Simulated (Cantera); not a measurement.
Charge: 1 mol HMDSO, 1.3 mol N₂O, at 280 Pa.

Cantera equilibrium calculation (NASA polynomials, part measured and part estimated; ideal gas, pure solids and liquids). Candidate condensed phases: C, C₆H₆, C₇H₈, C₈H₁₈, H₂O, Si, SiC, SiO₂, Si₂N₂O, Si₃N₄; 151 gas species. The feed counts by its element totals alone. Mutual solubility and eutectic melting of coexisting phases are not modelled. Rates play no part. All values below are at 1098 K.

Base state: H₂ 0.894, N₂ 0.0565, CO 0.0492, CH₄ 8.18e-5, H₂O 1.13e-5 (mole fractions); condensed: C(graphite) + SiO₂(β-quartz) + Si₂N₂O(s).

What changes in the equilibrium state with this change: pressure from 280 Pa to 13300 Pa?


```
species               before    after
-------------------  -------  -------
H₂                     0.894    0.918
N₂                    0.0565   0.0741
CH₄                  8.18e-5  0.00410
CO                    0.0492  0.00410
NH₃                  1.81e-7  1.02e-5
H₂O                  1.13e-5  4.61e-5
C(graphite), mol        5.50     5.92
SiO₂(β-quartz), mol    0.537    0.840
Si₂N₂O(s), mol         0.732    0.580
```
